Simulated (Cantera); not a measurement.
Boron, boron nitride and boron oxide: BF3 + H2O + H2 + O2

A closed system holds: 1 mol BF3, 0.75 mol H2O, 1.6 mol H2, 0.06 mol O2, at 1627 °C.

Cantera equilibrium calculation (NASA polynomials, part measured and part estimated; ideal gas, pure solids and liquids). Candidate condensed phases: B, B2O3, B3O3H3, H2O; 43 gas species. The tables' values for BF2 are old estimates; treat these amounts as uncertain. Equilibrium is a limit: real reactors are often held back by kinetics, nucleation or transport.

```json
[
 {"P (Pa)": "10", "log p HF": "-4.38", "log p H2": "-4.51", "log p BOF": "-4.70", "log p BF3": "-5.82", "log p H": "-5.36", "log p H2O": "-8.39", "log p BF2": "-6.02"},
 {"P (Pa)": "28", "log p HF": "-3.93", "log p H2": "-4.04", "log p BOF": "-4.25", "log p BF3": "-5.25", "log p H": "-5.12", "log p H2O": "-7.61", "log p BF2": "-5.66"},
 {"P (Pa)": "77", "log p HF": "-3.50", "log p H2": "-3.59", "log p BOF": "-3.81", "log p BF3": "-4.74", "log p H": "-4.90", "log p H2O": "-6.81", "log p BF2": "-5.36"},
 {"P (Pa)": "220", "log p HF": "-3.04", "log p H2": "-3.13", "log p BOF": "-3.35", "log p BF3": "-4.23", "log p H": "-4.66", "log p H2O": "-5.95", "log p BF2": "-5.07"},
 {"P (Pa)": "600", "log p HF": "-2.61", "log p H2": "-2.68", "log p BOF": "-2.91", "log p BF3": "-3.75", "log p H": "-4.44", "log p H2O": "-5.12", "log p BF2": "-4.81"},
 {"P (Pa)": "1700", "log p HF": "-2.16", "log p H2": "-2.23", "log p BOF": "-2.46", "log p BF3": "-3.26", "log p H": "-4.21", "log p H2O": "-4.28", "log p BF2": "-4.53"},
 {"P (Pa)": "4600", "log p HF": "-1.73", "log p H2": "-1.79", "log p BOF": "-2.04", "log p BF3": "-2.76", "log p H": "-4.00", "log p H2O": "-3.50", "log p BF2": "-4.24"},
 {"P (Pa)": "13000", "log p HF": "-1.30", "log p H2": "-1.34", "log p BOF": "-1.61", "log p BF3": "-2.21", "log p H": "-3.77", "log p H2O": "-2.74", "log p BF2": "-3.91"},
 {"P (Pa)": "36000", "log p HF": "-0.88", "log p H2": "-0.89", "log p BOF": "-1.20", "log p BF3": "-1.66", "log p H": "-3.54", "log p H2O": "-2.04", "log p BF2": "-3.55"},
 {"P (Pa)": "100000", "log p HF": "-0.46", "log p H2": "-0.44", "log p BOF": "-0.80", "log p BF3": "-1.10", "log p H": "-3.32", "log p H2O": "-1.38", "log p BF2": "-3.17"}
]
```
log p: log10 of the partial pressure in bar; nothing condenses.

From 0.0750 Torr to 750 Torr nothing is condensed. The main B-bearing gas is BOF throughout.
